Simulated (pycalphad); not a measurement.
# Effect of Si content in Al-Si-Fe

All values are pycalphad results on the COST 507 light-alloy database (1999) (1 atm), not direct measurements. The database dates from 1999; later assessments differ in places, in temperatures and in the compounds included. Amounts are mole fractions of atoms.

```csv
alloy,liquidus (°C),first solid,solidus (°C),phases at 617 °C
Al-0.67Si-1.2Fe (at.%),681,AL13FE4,632,"fcc 0.94, ALFESI_ALPHA 0.05, AL13FE4 0.01"
Al-2.01Si-1.2Fe (at.%),671,AL13FE4,605,"fcc 0.88, ALFESI_BETA 0.08, liquid 0.04"
Al-2.68Si-1.2Fe (at.%),(withheld),AL13FE4,576,(withheld)
Al-5.36Si-1.2Fe (at.%),652,ALFESI_ALPHA,576,"liquid 0.74, fcc 0.22, ALFESI_BETA 0.04"
Al-10.72Si-1.2Fe (at.%),655,ALFESI_BETA,576,"liquid 0.96, ALFESI_BETA 0.04"
```

Problem. Some entries are withheld; supply them.

Solution. 
- Al-2.68Si-1.2Fe (at.%), liquidus (°C): 666
- Al-2.68Si-1.2Fe (at.%), phases at 617 °C: fcc 0.75, liquid 0.18, ALFESI_BETA 0.07

Database names, with the compositions (at.%) that they take in these runs: AL13FE4: Al 76 Fe 24; ALFESI_ALPHA: Al 71-74 Fe 19 Si 7-10; ALFESI_BETA: Al 70 Si 15 Fe 15.
